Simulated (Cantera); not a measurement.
Cantera run:

```python
import numpy as np
import cantera as ct

gas_names = [...]  # 113 gases of nasa_gas.yaml made of C, H, O, Pb
cond_names = """
    C(gr) C6H6(L) C7H8(L) C8H18(L),n-octa H2O(s) H2O(L) Pb(cr) Pb(L) PbO(rd) PbO(yw) PbO(L) PbO2(s)
    Pb3O4(s)
""".split()


# ... load() reads the species with a 1 bar reference pressure and builds the phases ...
atoms = {
    'PbO': {'Pb': 1, 'O': 1},
    'CH4': {'C': 1, 'H': 4},
    'H2': {'H': 2},
}
top_T = {'C(gr)': 4500, 'Pb3O4(s)': 820}  # K; cautious upper limits of use, not melting points


# ... equilibrate(T, P, feed) seeds the gas with the atoms and calls Mixture.equilibrate('TP', solver="vcs", rtol=1e-11, max_steps=5000) ...
results = []
feed = {'PbO': 1, 'CH4': 2.5, 'H2': 1.3}  # mol
P = 7400  # Pa
for T in [1150, 1200, 1250, 1300, 1350, 1400, 1450, 1500, 1550, 1600, 1650, 1700, 1750]:
    mix = equilibrate(T, P, feed)
    results.append((T, P, feed, dict(zip(mix.species_names, mix.species_moles))))
    x = sorted(zip(gas.X, gas.species_names), reverse=True)
    print(f"T = {T:g} K  P = {P:g} Pa  gas = {mix.phase_moles(0):.4g} mol")
    print("   x: " + "  ".join(f"{s} {v:.3e}" for v, s in x if v > 0.0001))
    print("   condensed (mol): " + ("  ".join(f"{mix.phase(i).name} {mix.phase_moles(i):.4g}"
          for i in range(1, mix.n_phases) if mix.phase_moles(i) > 1e-12) or "none"))
```

Result:

```
T = 1150 K  P = 7400 Pa  gas = 7.316 mol
   x: H2 8.582e-01  CO 1.362e-01  Pb 3.915e-03  CH4 1.276e-03  H2O 4.056e-04
   condensed (mol): C(gr) 1.494  Pb(L) 0.9714
T = 1200 K  P = 7400 Pa  gas = 7.356 mol
   x: H2 8.545e-01  CO 1.357e-01  Pb 8.691e-03  CH4 8.536e-04  H2O 2.226e-04
   condensed (mol): C(gr) 1.496  Pb(L) 0.9361
T = 1250 K  P = 7400 Pa  gas = 7.429 mol
   x: H2 8.467e-01  CO 1.345e-01  Pb 1.807e-02  CH4 5.833e-04  H2O 1.269e-04
   condensed (mol): C(gr) 1.497  Pb(L) 0.8657
T = 1300 K  P = 7400 Pa  gas = 7.565 mol
   x: H2 8.319e-01  CO 1.321e-01  Pb 3.546e-02  CH4 4.028e-04
   condensed (mol): C(gr) 1.498  Pb(L) 0.7317
T = 1350 K  P = 7400 Pa  gas = 7.814 mol
   x: H2 8.056e-01  CO 1.279e-01  Pb 6.612e-02  CH4 2.769e-04
   condensed (mol): C(gr) 1.498  Pb(L) 0.4832
T = 1400 K  P = 7400 Pa  gas = 8.273 mol
   x: H2 7.611e-01  CO 1.209e-01  Pb 1.178e-01  CH4 1.852e-04
   condensed (mol): C(gr) 1.499  Pb(L) 0.02538
T = 1450 K  P = 7400 Pa  gas = 8.299 mol
   x: H2 7.588e-01  CO 1.205e-01  Pb 1.205e-01  CH4 1.407e-04
   condensed (mol): C(gr) 1.499
T = 1500 K  P = 7400 Pa  gas = 8.299 mol
   x: H2 7.589e-01  CO 1.205e-01  Pb 1.205e-01  CH4 1.095e-04
   condensed (mol): C(gr) 1.499
T = 1550 K  P = 7400 Pa  gas = 8.299 mol
   x: H2 7.588e-01  CO 1.205e-01  Pb 1.205e-01  H 1.009e-04
   condensed (mol): C(gr) 1.499
T = 1600 K  P = 7400 Pa  gas = 8.3 mol
   x: H2 7.588e-01  CO 1.205e-01  Pb 1.205e-01  H 1.741e-04
   condensed (mol): C(gr) 1.499
T = 1650 K  P = 7400 Pa  gas = 8.301 mol
   x: H2 7.587e-01  CO 1.205e-01  Pb 1.204e-01  H 2.909e-04
   condensed (mol): C(gr) 1.499
T = 1700 K  P = 7400 Pa  gas = 8.301 mol
   x: H2 7.585e-01  CO 1.205e-01  Pb 1.204e-01  H 4.717e-04
   condensed (mol): C(gr) 1.499
T = 1750 K  P = 7400 Pa  gas = 8.303 mol
   x: H2 7.583e-01  CO 1.204e-01  Pb 1.204e-01  H 7.445e-04
   condensed (mol): C(gr) 1.498
```

These are equilibrium values from Cantera (NASA tables, ideal gas, pure condensed phases), not measurements of a reactor.
